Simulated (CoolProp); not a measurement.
Hydrogen chloride at 293.15 K and 6.25 MPa is throttled through a valve to 3.54 MPa with no heat exchange. Each further row changes one setting.

Model: reference Helmholtz-energy equation of state, Thol 2018, in CoolProp.

| case | temperature change (K) | final phase | final density (kg/m³) |
|---|---|---|---|
| as stated | -7.5 | two-phase, vapour fraction 0.052 | 574 |
| outlet pressure 1.06 MPa | -50.5 | two-phase, vapour fraction 0.264 | 79.6 |
| outlet pressure 4.6 MPa | -0.8 | liquid | 845 |
